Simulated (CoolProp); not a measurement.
Vapour-liquid equilibrium of R125 (1) + cyclopropane (2) at 11.2 bar; x and y are mole fractions of (1).

Values from CoolProp's multi-fluid Helmholtz-energy mixture model, Lemmon 2005 and Polt 1992; pair parameters Bell 2016. This equation is an older, rougher fit; its heat capacities, sound speeds and derivatives of the liquid may be far off and weren't checked against measurements.

| x | bubble temperature (K) | y at the bubble point | dew temperature at overall composition x (K) | liquid density (mol/L) |
|---|---|---|---|---|
| 0.05 | 308.5 | 0.167 | 313.3 | 13.95 |
| 0.125 | 301.7 | 0.327 | 310.3 | 13.68 |
| 0.2 | 297.5 | 0.424 | 307.2 | 13.35 |
| 0.275 | 294.8 | 0.490 | 304.0 | 13.00 |
| 0.35 | 293.0 | 0.538 | 300.7 | 12.64 |
| 0.425 | 291.6 | 0.579 | 297.5 | 12.29 |
| 0.5 | 290.7 | 0.617 | 294.4 | 11.96 |
| 0.575 | 289.9 | 0.655 | 291.8 | 11.66 |
| 0.65 | 289.4 | 0.695 | 290.0 | 11.37 |
| 0.725 | 289.0 | 0.742 | 289.1 | 11.11 |
| 0.8 | 289.0 | 0.796 | 289.0 | 10.87 |
| 0.875 | 289.2 | 0.860 | 289.3 | 10.64 |
| 0.95 | 289.8 | 0.939 | 289.9 | 10.42 |

y crosses x between x = 0.725 and 0.8: the model has an azeotrope there.

Pair parameters are fitted to limited data, so mixtures are less certain than the pure fluids.
